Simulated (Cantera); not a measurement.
Feed: 1 mol Cr, 1.1 mol H₂O, 1.7 mol N₂, held at 0.100 bar.

Method: chemical equilibrium by Gibbs-energy minimisation in Cantera with the NASA 1993 tables (ideal gas, pure condensed phases). Candidate condensed phases: Cr, CrN, Cr₂N, Cr₂O₃, H₂O; 29 gas species. Mutual solubility and eutectic melting of coexisting phases are not modelled. Equilibrium is a limit: real reactors are often held back by kinetics, nucleation or transport.

log p: log10 of the partial pressure in bar; n: condensed amount in mol.

```tsv
T (K)	log p N₂	log p H₂	log p H₂O	log p NH₃	log p H	log p Cr	n CrN(s)	n Cr₂O₃(s)	n Cr₂N(s)
750	-1.23	-1.38	(withheld)	-4.98	<-13	<-13	0.267	0.367	0
850	-1.23	-1.38	(withheld)	-5.42	-11.38	<-13	0.267	0.367	0
950	-1.23	-1.38	(withheld)	-5.78	-9.95	<-13	0.267	0.367	0
1050	-1.23	-1.38	(withheld)	-6.06	-8.78	<-13	0.267	0.367	0
1150	-1.23	-1.38	(withheld)	-6.31	-7.82	-11.06	0.267	0.367	0
1250	-1.22	-1.40	(withheld)	-6.52	-7.01	-9.37	0	0.367	0.133
1350	-1.22	-1.40	(withheld)	-6.70	-6.32	-7.99	0	0.366	0.134
1450	-1.22	-1.40	(withheld)	-6.85	-5.72	-6.80	0	0.366	0.134
```

Task: Fill in the missing entries.

Result: 
- 750, log p H₂O: -6.42
- 850, log p H₂O: -5.98
- 950, log p H₂O: -5.64
- 1050, log p H₂O: -5.37
- 1150, log p H₂O: -5.15
- 1250, log p H₂O: -4.88
- 1350, log p H₂O: -4.62
- 1450, log p H₂O: -4.39
